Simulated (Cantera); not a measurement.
HBr + H2 + N2 + H2O (abatement and gas-phase synthesis)

Charge: 1 mol HBr, 7.1 mol H2, 17 mol N2, 1.8 mol H2O, at 11.0 bar.

These are equilibrium values from Cantera (NASA tables, ideal gas, pure condensed phases), not measurements of a reactor. Candidate condensed phases: Br2, H2O; 27 gas species. Equilibrium is a limit: real reactors are often held back by kinetics, nucleation or transport.

From 1525 K to 2425 K nothing is condensed.

| T (K) | log p N2 | log p H2 | log p H2O | log p HBr | log p Br | log p H | log p OH | log p NH3 |
|---|---|---|---|---|---|---|---|---|
| 1525 | 0.84 | 0.46 | -0.13 | -0.39 | -3.28 | -4.39 | -6.50 | -3.13 |
| 1675 | 0.84 | 0.46 | -0.13 | -0.39 | -2.81 | -3.70 | -5.62 | -3.30 |
| 1825 | 0.84 | 0.46 | -0.13 | -0.39 | -2.42 | -3.12 | -4.88 | -3.44 |
| 1975 | 0.84 | 0.46 | -0.13 | -0.40 | -2.08 | -2.63 | -4.25 | -3.56 |
| 2125 | 0.84 | 0.46 | -0.13 | -0.41 | -1.80 | -2.21 | -3.71 | -3.67 |
| 2275 | 0.84 | 0.46 | -0.13 | -0.42 | -1.56 | -1.84 | -3.24 | -3.76 |
| 2425 | 0.84 | 0.46 | -0.14 | -0.44 | -1.36 | -1.52 | -2.84 | -3.83 |
log p: log10 of the partial pressure in bar; nothing condenses.
